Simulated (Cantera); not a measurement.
What does this Cantera script print?

```python
import numpy as np
import cantera as ct

gas_names = """
    CL CL2 H HCL H2 Si SiCL SiCL2 SiCL3 SiCL4 SiH SiHCL3 SiH2 SiH2CL2 SiH3 SiH3CL SiH4 Si2 Si3
""".split()
cond_names = """
    Si(cr) Si(L)
""".split()


# ... load() reads the species with a 1 bar reference pressure and builds the phases ...
atoms = {
    'SiCl4': {'Si': 1, 'CL': 4},
    'Cl2': {'CL': 2},
    'H2': {'H': 2},
}
top_T = {}  # K; cautious upper limits of use, not melting points


# ... equilibrate(T, P, feed) seeds the gas with the atoms and calls Mixture.equilibrate('TP', solver="vcs", rtol=1e-11, max_steps=5000) ...
results = []
feed = {'SiCl4': 1, 'Cl2': 0.82, 'H2': 2.8}  # mol
T = 975  # K
P = 10000  # Pa
mix = equilibrate(T, P, feed)
results.append((T, P, feed, dict(zip(mix.species_names, mix.species_moles))))
print(gas.report(threshold=0.001))
for i in range(1, mix.n_phases):
    print(f"{mix.phase(i).name:16s} {mix.phase_moles(i):12.5e} mol")
```

Output:

```
       temperature   975 K
          pressure   10000 Pa
           density   0.062388 kg/m^3
  mean mol. weight   50.575 kg/kmol
   phase of matter   gas

                          1 kg             1 kmol
                     ---------------   ---------------
          enthalpy       -2.8764e+06       -1.4547e+08  J
   internal energy       -3.0367e+06       -1.5358e+08  J
           entropy            5441.3        2.7519e+05  J/K
    Gibbs function       -8.1816e+06       -4.1379e+08  J
 heat capacity c_p            929.22             46995  J/K
 heat capacity c_v            764.82             38681  J/K

                      mass frac. Y      mole frac. X     chem. pot. / RT
                     ---------------   ---------------   ---------------
               HCL           0.25701           0.35653           -38.935
                H2          0.017022           0.42703           -20.596
             SiCL4           0.72179           0.21488            -131.2
            SiHCL3         0.0039405         0.0014714           -112.86
     [  +15 minor]        0.00024091        9.1174e-05

Si(cr)            0.00000e+00 mol
```

Method: chemical equilibrium by Gibbs-energy minimisation in Cantera with the NASA 1993 tables (ideal gas, pure condensed phases). The tables' values for SiCl3 are old estimates; treat these amounts as uncertain.
